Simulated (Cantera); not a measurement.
Charge: 1 mol C2H6, 4.2 mol H2, held at 2700000 Pa.

Cantera equilibrium calculation (NASA polynomials, part measured and part estimated; ideal gas, pure solids and liquids). Candidate condensed phases: C, C6H6, C7H8, C8H18; 76 gas species. Kinetics and transport are ignored.

x: gas mole fraction; n: condensed amount in mol.

```tsv
T (°C)	x H2	x CH4	x C2H2 (acetylene)	x H	n C(graphite)
427	0.615	0.385	<1e-12	<1e-12	0
627	0.615	0.385	<1e-12	?	0
827	0.623	0.377	8.30e-9	?	0.0296
1027	0.847	0.152	4.88e-7	?	1.05
1227	0.939	0.0611	8.47e-6	?	1.58
1427	0.972	0.0279	7.13e-5	?	1.80
1627	0.985	0.0147	0.000376	?	1.89
1827	0.989	0.00871	0.00143	?	1.91
2027	0.988	0.00564	0.00427	?	1.89
```

Q: Complete the blanks.

A: 
- 627, x H: 1.76e-11
- 827, x H: 3.93e-9
- 1027, x H: 1.96e-7
- 1227, x H: 3.28e-6
- 1427, x H: 2.80e-5
- 1627, x H: 0.000152
- 1827, x H: 0.000596
- 2027, x H: 0.00185
